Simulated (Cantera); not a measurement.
An isothermal, constant-pressure homogeneous reactor starts with CH4 : N2 = 1 : 75 (molar parts), at 1375 K and 0.0267 bar.

Cantera simulation using GRI-Mech 3.0 (53 species, 325 reactions); the numbers are that mechanism's predictions, not measurements. GRI-Mech 3.0 stops at C3 and has no aromatics, soot or wall deposition, so with more carbon than oxygen in the feed, carbon stays in small species such as C2H2 where larger ones or solid carbon would form. Radical loss at walls, strong at low pressure, is not modelled.

One state of this run: x CH4 = 0.00788; x C2H6 = 2.46e-6; x CH3 = 1.58e-5; x CH2 = 1.07e-9; x H = 7.95e-7. x: mole fraction; the columns are a selection and need not sum to one.

Q: Which value of t (s) does it belong to?
A. 0.166
B. 0.0221
C. 70.0
D. 5.25e-5

A: C, 70.0
